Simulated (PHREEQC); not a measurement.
# Metal-bearing waste water: an equilibrium model

Solution (25 °C): 0.012 mol/kgw ZnSO4, 4.7e-05 mol/kgw CaCl2, 0.2 mol/kgw H2SO4 and 0.023 mol/kgw NaCl. Closed to the air; pH follows from the charge balance.

Equilibrium calculation in PHREEQC: ion-association model, phreeqc.dat.

Each row changes one thing in this solution. This is a speciation only: nothing precipitates in the calculation.

```tsv
case	pH	ionic strength (mol/kgw)	HSO4- (mol/kgw)	SO4-2 (mol/kgw)	Na+ (mol/kgw)	Zn+2 (mol/kgw)	SI of Gypsum (CaSO4:2H2O)	SI of Halite (NaCl)
as made	0.76	0.301	0.176	0.0302	0.0221	0.00779	-2.71	-5.16
H2SO4 from 0.2 to 0.22 mol/kgw	0.72	0.323	0.195	0.0315	0.0221	0.00782	-2.72	-5.17
diluted 10-fold with water	1.62	0.0414	0.0120	0.00873	0.00225	0.000789	-3.58	-7.02
H2SO4 from 0.2 to 0.18 mol/kgw	0.80	0.278	0.157	0.0289	0.0222	0.00775	-2.69	-5.16
0.013 mol/kgw NaF added	0.78	0.303	0.174	0.0315	0.0346	0.00767	-2.69	-4.97
NaCl from 0.023 to 0.0046 mol/kgw	0.76	0.281	0.177	0.0297	0.00443	0.00775	-2.70	-6.55
ZnSO4 replaced by ZnBr2 at the same molality	0.74	0.308	0.167	0.0278	0.0222	0.00809	-2.74	-5.16
```
